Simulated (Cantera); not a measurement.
What does this Cantera script print?

```python
import numpy as np
import cantera as ct

gas_names = """
    C CN CO CO2 C2 CCN CNC C2N2 C2O C3 C3O2 C4 C4N2 C5 N NCO NO NO2 NO3 N2 N2O O O2 O3 Si SiC SiC2 SiN
    SiO SiO2 Si2 Si2C Si2N Si3
""".split()
cond_names = """
    C(gr) Si(cr) Si(L) SiC(b) SiO2(Lqz) SiO2(hqz) SiO2(L) Si2N2O(s) Si3N4(a)
""".split()


# ... load() reads the species with a 1 bar reference pressure and builds the phases ...
atoms = {
    'SiO2': {'Si': 1, 'O': 2},
    'C': {'C': 1},
    'N2': {'N': 2},
}
top_T = {'C(gr)': 4500, 'SiC(b)': 3050, 'Si2N2O(s)': 2100, 'Si3N4(a)': 2400}  # K; cautious upper limits of use, not melting points


# ... equilibrate(T, P, feed) seeds the gas with the atoms and calls Mixture.equilibrate('TP', solver="vcs", rtol=1e-11, max_steps=5000) ...
results = []
feed = {'SiO2': 1, 'C': 2.4, 'N2': 0.39}  # mol
P = 16  # Pa
for T in [873, 1023, 1173, 1323, 1473, 1623, 1773, 1923, 2073, 2223]:
    mix = equilibrate(T, P, feed)
    results.append((T, P, feed, dict(zip(mix.species_names, mix.species_moles))))

top = {s: max(r[3][s] / sum(r[3][g] for g in gas_names) for r in results) for s in gas_names}
cols = sorted((s for s in top if top[s] > 1e-05), key=lambda s: -top[s])[:5]
seen = [c for c in cond_names if any(r[3].get(c, 0) > 1e-12 for r in results)]
print("log10 of partial pressures in bar; condensed amounts in mol")
print(f"{'T/K':>10s}" + "".join(f"{s[:9]:>10s}" for s in cols + seen))
for T, P, feed, n in results:
    ng = sum(n[g] for g in gas_names)
    print(f"{T:10.4g}" + "".join(f"{np.log10(max(n[s] / ng * P / 1e5, 1e-99)):10.3f}" for s in cols)
          + "".join(f"{n.get(c, 0):10.4g}" for c in seen))
```

It prints:

```
log10 of partial pressures in bar; condensed amounts in mol
       T/K        N2        CO        Si       SiO      SiC2     C(gr)    SiC(b) SiO2(hqz) Si2N2O(s)
       873    -3.798    -6.042   -29.475   -17.087   -36.310     2.398         0    0.9985 0.0007397
      1023    -3.889    -4.509   -22.623   -12.575   -28.016     2.313         0    0.9423   0.02887
      1173    -5.267    -3.811   -16.664    -8.795   -20.990     1.341         0    0.2941    0.3529
      1323    -4.844    -3.837   -12.530    -6.911   -16.037   0.04566    0.5701         0    0.2142
      1473    -4.665    -3.898    -9.582    -4.928   -14.169         0    0.6543         0   0.09136
      1623    -4.583    -3.944    -7.876    -4.697   -11.961         0    0.6999         0         0
      1773    -4.584    -3.944    -6.578    -4.701   -10.016         0     0.698         0         0
      1923    -4.592    -3.946    -5.503    -4.743    -8.363         0    0.6744         0         0
      2073    -4.639    -3.960    -4.734    -5.090    -6.805         0    0.5211         0         0
      2223    -4.728    -4.022    -4.408    -5.983    -5.387    0.2119         0         0         0
```

Cantera equilibrium calculation (NASA polynomials, part measured and part estimated; ideal gas, pure solids and liquids). N2 is the only nitrogen source here; it is nearly inert below about 1500 K, so the nitride shown seldom forms there in practice. Mutual solubility and eutectic melting of coexisting phases are not modelled. The tables' values for SiN are old estimates; treat these amounts as uncertain. The tables hold silica as quartz up to 1696 K and as liquid above; real silica turns to tridymite and cristobalite and melts near 1996 K.
